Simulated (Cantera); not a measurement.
Feed: 1 mol SiH2Cl2, 0.023 mol HCl, 4.4 mol H2, 0.013 mol C3H8, held at 2050 °C and 0.0400 bar.

Cantera equilibrium calculation (NASA polynomials, part measured and part estimated; ideal gas, pure solids and liquids). Candidate condensed phases: C, C6H6, C7H8, C8H18, Si, SiC; 109 gas species. Mutual solubility and eutectic melting of coexisting phases are not modelled. The tables' values for SiCl, SiCl3 are old estimates; treat these amounts as uncertain. Gases not in the tables: Si2H6 and higher silanes. Equilibrium is a limit: real reactors are often held back by kinetics, nucleation or transport.

Base state: H2 0.689, HCl 0.156, SiCl2 0.0604, H 0.0452, Si 0.0285, SiCl 0.00831, Cl 0.00734, Si2C 0.00249 (mole fractions); condensed: Si(l) + SiC(s).

Question: What changes in the equilibrium state with this change: H2 from 4.4 to 1.5 mol?

Answer: 
| species | before | after |
|---|---|---|
| H2 | 0.689 | 0.543 |
| HCl | 0.156 | 0.214 |
| SiCl2 | 0.0604 | 0.145 |
| SiCl | 0.00831 | 0.0129 |
| Cl | 0.00734 | 0.0114 |
| H | 0.0452 | 0.0401 |
| Si | 0.0285 | 0.0285 |
| SiCl3 | 0.000197 | 0.000730 |
| C2H2 (acetylene) | 7.82e-5 | 6.16e-5 |
| SiH2 | 0.000354 | 0.000279 |
| Si(l), mol | 0.248 | 0.227 |
| SiC(s), mol | 0.0193 | 0.0282 |
